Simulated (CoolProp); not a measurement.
R1123 along the isotherm 480 K: Z from the reference equation and from simpler models built on Tc = 331.7 K, pc = 4549 kPa, ω = 0.243; each cubic takes its own stable root.

Computed with CoolProp (reference Helmholtz-energy equation of state, Akasaka 2020).

```csv
p (kPa),phase,reference,van der Waals,Soave-Redlich-Kwong,Peng-Robinson
1030,gas,0.9806,0.9736,0.9822,0.9768
2070,gas,0.9611,0.9465,0.9650,(withheld)
3100,gas,(withheld),0.9190,0.9487,0.9336
4140,gas,0.9234,(withheld),0.9333,(withheld)
5170,supercritical,0.9055,(withheld),0.9191,0.8958
6200,supercritical,(withheld),0.8353,0.9062,0.8794
7240,supercritical,0.8720,0.8082,0.8946,0.8647
8270,supercritical,0.8570,0.7831,0.8847,0.8520
9300,supercritical,0.8435,0.7609,0.8764,0.8412
10300,supercritical,0.8319,0.7433,0.8701,0.8327
11400,supercritical,0.8212,0.7298,0.8650,0.8255
```

Task: Fill in the missing entries.

Result: 
- 2070, Peng-Robinson: 0.9545
- 3100, reference: 0.9422
- 4140, van der Waals: 0.8910
- 4140, Peng-Robinson: 0.9139
- 5170, van der Waals: 0.8630
- 6200, reference: 0.8883
